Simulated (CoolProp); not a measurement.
Vapour-liquid equilibrium of n-octane (1) + m-xylene (2) at 1.13 MPa; x and y are mole fractions of (1).

Computed with CoolProp (multi-fluid Helmholtz-energy mixture model, Beckmüller 2019 and Zhou 2012; pair parameters Bell 2016).

```tsv
x	bubble temperature, mixture model (K)	bubble temperature, Raoult's law (K)	y, mixture model	y, Raoult's law
0.05	530.7	530.9	0.062	0.064
0.15	528.6	529.0	0.180	0.187
0.25	526.5	527.2	0.290	0.303
0.35	524.6	525.4	0.396	0.412
0.45	522.9	523.7	0.496	0.516
0.55	521.2	522.0	0.593	0.615
0.65	519.6	520.3	0.687	0.708
0.75	518.2	518.7	0.778	0.797
0.85	516.8	517.1	0.868	0.881
0.95	515.5	515.6	0.956	0.961
```

The largest gap from Raoult's law is -0.8 K in bubble temperature, at x = 0.45. No azeotrope shows between x = 0.05 and 0.95.

Pair parameters are fitted to limited data, so mixtures are less certain than the pure fluids.
